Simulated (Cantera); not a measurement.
Input (Python, Cantera) and output of one run.

```python
import numpy as np
import cantera as ct

gas_names = """
    Cu CuF CuF2 Cu2 F F2 H HF H2 H2F2 H3F3 H4F4 H5F5 H6F6 H7F7
""".split()
cond_names = """
    Cu(cr) Cu(L) CuF2(s) CuF2(L)
""".split()


def load(file, names, dense=False):
    # The tables refer to 1 bar. Condensed volumes are neglected.
    table = {s.name: s for s in ct.Species.list_from_file(file)}
    out = []
    for n in names:
        d = dict(table[n].input_data)
        d["thermo"] = dict(d["thermo"], **{"reference-pressure": 1e5})
        if dense:
            d["equation-of-state"] = {"model": "constant-volume", "density": "1e6 g/cm^3"}
        out.append(ct.Species.from_dict(d))
    return out


gas = ct.Solution(thermo="ideal-gas", species=load("nasa_gas.yaml", gas_names))
cond = {s.name: ct.Solution(thermo="fixed-stoichiometry", species=[s], name=s.name)
        for s in load("nasa_condensed.yaml", cond_names, dense=True)}
atoms = {
    'Cu': {'Cu': 1},
    'HF': {'H': 1, 'F': 1},
}
top_T = {}  # K; cautious upper limits of use, not melting points


def equilibrate(T, P, feed):
    n = {}
    for name, mol in feed.items():
        for a, k in atoms[name].items():
            n[a] = n.get(a, 0.0) + k * mol
    gas.TPX = T, P, n
    mass = sum(n.values()) * gas.mean_molecular_weight
    gas.equilibrate("TP")
    valid = [c for c in cond.values() if c.min_temp <= T <= top_T.get(c.name, c.max_temp)]
    mix = ct.Mixture([(gas, mass / gas.mean_molecular_weight)] + [(c, 0.0) for c in valid])
    mix.T, mix.P = T, P
    mix.equilibrate("TP", solver="vcs", rtol=1e-11, max_steps=5000)
    return mix


results = []
feed = {'Cu': 1, 'HF': 2.7}  # mol
T = 1323.15  # K
for P in [1, 3.6, 13, 46, 170, 600, 2200, 7700, 28000, 100000]:
    mix = equilibrate(T, P, feed)
    results.append((T, P, feed, dict(zip(mix.species_names, mix.species_moles))))

top = {s: max(r[3][s] / sum(r[3][g] for g in gas_names) for r in results) for s in gas_names}
cols = sorted((s for s in top if top[s] > 1e-05), key=lambda s: -top[s])[:5]
seen = [c for c in cond_names if any(r[3].get(c, 0) > 1e-12 for r in results)]
print("log10 of partial pressures in bar; condensed amounts in mol")
print(f"{'P/Pa':>10s}" + "".join(f"{s[:9]:>10s}" for s in cols + seen))
for T, P, feed, n in results:
    ng = sum(n[g] for g in gas_names)
    print(f"{P:10.4g}" + "".join(f"{np.log10(max(n[s] / ng * P / 1e5, 1e-99)):10.3f}" for s in cols)
          + "".join(f"{n.get(c, 0):10.4g}" for c in seen))
```

Result:

```
log10 of partial pressures in bar; condensed amounts in mol
      P/Pa        HF        Cu       CuF        H2         H    Cu(cr)
         1    -5.016    -6.570    -7.259    -7.562    -9.580    0.9097
       3.6    -4.449    -6.570    -6.882    -7.184    -9.391    0.9697
        13    -3.889    -6.570    -6.508    -6.810    -9.204    0.9879
        46    -3.339    -6.570    -6.141    -6.443    -9.020    0.9942
       170    -2.770    -6.570    -5.762    -6.064    -8.831    0.9968
       600    -2.222    -6.570    -5.397    -5.698    -8.648    0.9981
      2200    -1.658    -6.570    -5.021    -5.322    -8.460    0.9988
      7700    -1.114    -6.570    -4.659    -4.958    -8.278    0.9992
   2.8e+04    -0.553    -6.570    -4.285    -4.583    -8.090    0.9995
     1e+05    -0.000    -6.570    -3.918    -4.212    -7.905    0.9997
```

Method: chemical equilibrium by Gibbs-energy minimisation in Cantera with the NASA 1993 tables (ideal gas, pure condensed phases).
